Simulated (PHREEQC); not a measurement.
Dissolve 0.001 mol/kgw K2CO3, 0.00055 mol/kgw H4SiO4 and 0.0025 mol/kgw H3BO3 at 55 °C. Closed to the air; pH follows from the charge balance.

The numbers come from PHREEQC with the Pitzer model, pitzer.dat.

| Item | Value |
|---|---|
| pH | 8.87 |
| ionic strength | 0.00206 mol/kgw |
| osmotic coefficient | 0.988 |
| total alkalinity | 2.00 meq/kg |

```tsv
species	molality	activity	log γ
K+	0.00200	0.00189	-0.023
B(OH)3	0.00173	0.00173	0.000
HCO3-	0.000942	0.000893	-0.023
B(OH)4-	0.000772	0.000732	-0.023
H4SiO4	0.000432	0.000432	0.000
H3SiO4-	0.000118	0.000111	-0.024
OH-	5.67e-5	5.38e-5	-0.023
CO3-2	5.55e-5	4.46e-5	-0.095
CO2	2.29e-6	2.29e-6	0.000
B3O3(OH)4-	1.19e-7	1.12e-7	-0.024
H2SiO4-2	3.58e-8	2.86e-8	-0.098
H+	1.44e-9	1.36e-9	-0.024
```

Precipitation was switched off in this run. Complexes and solids missing from the database can't appear. At this temperature some constants are extrapolated from 25 °C, and those without enthalpy data are left unchanged.
